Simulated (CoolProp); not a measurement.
The fluid at 298.15 K and 0.289 MPa (gas) is heated at constant pressure to 464.9 K. The same conditions are run with several fluids, on thermodynamics alone (safety and materials aside).

The numbers come from the reference Helmholtz-energy equation of state of each fluid (CF4 (R14): Platzer 1990; dimethyl ether: Wu 2011; R407C: Lemmon 2003) in CoolProp. The equations of Platzer and Polt are older, rougher fits. Blends and air are pseudo-pure fits.

```
fluid           heat (kJ/kg)  final density (kg/m³)
--------------  ------------  ---------------------
CF4 (R14)                134                   6.58
dimethyl ether    (withheld)             (withheld)
R407C             (withheld)                   6.50
```

### Question
Some entries are withheld; supply them.

### Answer

- dimethyl ether, heat (kJ/kg): 287
- dimethyl ether, final density (kg/m³): 3.49
- R407C, heat (kJ/kg): 162
